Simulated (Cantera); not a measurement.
A perfectly stirred reactor is fed with 8.30 % CH4, 3.24 % H2, 18.6 % O2, 69.9 % N2, equivalence ratio 0.98, at 1.09 atm; it is adiabatic with a 600 K inlet, and is followed from long to short residence time, starting on the burning branch (τ in s: 0.07, 0.033, 0.015, 0.0072, 0.0034, 0.0016, 0.00074, 0.00035, 0.00016, 7.6e-05, 3.6e-05).

Cantera simulation using GRI-Mech 3.0 (53 species, 325 reactions); the numbers are that mechanism's predictions, not measurements.

Problem. Predict: blow-out, bracketed by the residence times tried; x(CH4) at τ = 70.0 ms; x(H2) at τ = 70.0 ms; x(O2) at τ = 70.0 ms; x(CH2) at τ = 70.0 ms; x(CH4) at τ = 1.60 ms; x(H2) at τ = 1.60 ms; x(O2) at τ = 1.60 ms; x(CH2) at τ = 1.60 ms; x(C2H2) at τ = 1.60 ms.

Solution. 
```json
{
  "blow_out_bracketed_by_the_residence_times_tried": "burning at 36.0 µs, the shortest tried",
  "x(CH4) at τ = 70.0 ms": "2.08e-6",
  "x(H2) at τ = 70.0 ms": "0.00616",
  "x(O2) at τ = 70.0 ms": "0.0105",
  "x(CH2) at τ = 70.0 ms": "1.13e-7",
  "x(CH4) at τ = 1.60 ms": "4.40e-5",
  "x(H2) at τ = 1.60 ms": "0.0116",
  "x(O2) at τ = 1.60 ms": "0.0178",
  "x(CH2) at τ = 1.60 ms": "1.90e-6",
  "x(C2H2) at τ = 1.60 ms": "1.76e-8"
}
```
